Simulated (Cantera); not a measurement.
Charge: 1 mol B2H6, 0.25 mol N2, 0.19 mol H2, at 1152 °C and 57.8 Torr.

Cantera equilibrium calculation (NASA polynomials, part measured and part estimated; ideal gas, pure solids and liquids). Candidate condensed phases: B, BN; 15 gas species. The feed counts by its element totals alone. N2 is the only nitrogen source here; it is nearly inert below about 1500 K, so the nitride shown seldom forms there in practice. Mutual solubility and eutectic melting of coexisting phases are not modelled. Kinetics and transport are ignored.

Base state: H2 1.000, H 2.46e-5 (mole fractions); condensed: B(s) + BN(s).

Q: What changes in the equilibrium state with this change: B2H6 replaced by BCl3?

A: 
```csv
species,before,after
BCl3,0,0.607
HCl,0,0.263
N2,8.60e-9,0.130
H2,1.000,0.000530
Cl,0,0.000230
BCl2,0,0.000118
H,2.46e-5,5.66e-7
"B(s), mol",1.50,0
"BN(s), mol",0.500,0.126
```
The tables' values for BCl2 are old estimates; treat these amounts as uncertain. Further candidate phases: NH4Cl.
